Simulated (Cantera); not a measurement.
A closed system holds: 1 mol MgCO3, 0.25 mol CO2, 3.5 mol H2O, held at 0.0710 bar.

Cantera equilibrium calculation (NASA polynomials, part measured and part estimated; ideal gas, pure solids and liquids). Candidate condensed phases: C, C6H6, C7H8, C8H18, H2O, Mg, MgCO3, MgO, Mg(OH)2; 116 gas species. Kinetics and transport are ignored.

x: gas mole fraction; n: condensed amount in mol.

```tsv
T (K)	x H2O	x CO2	x CO	x O2	n MgO(s)
1300	0.737	0.263	___	3.27e-5	1.00
1400	0.737	0.263	___	0.000103	1.00
1500	0.736	0.263	___	0.000281	1.000
1600	0.735	0.262	___	0.000675	1.000
1700	0.734	0.261	___	0.00147	1.000
1800	0.731	0.259	___	0.00291	1.000
1900	0.726	0.254	___	0.00537	1.000
```

Task: Some entries are withheld; supply them.

Result: 
- 1300, x CO: 2.64e-5
- 1400, x CO: 9.53e-5
- 1500, x CO: 0.000288
- 1600, x CO: 0.000755
- 1700, x CO: 0.00176
- 1800, x CO: 0.00370
- 1900, x CO: 0.00714
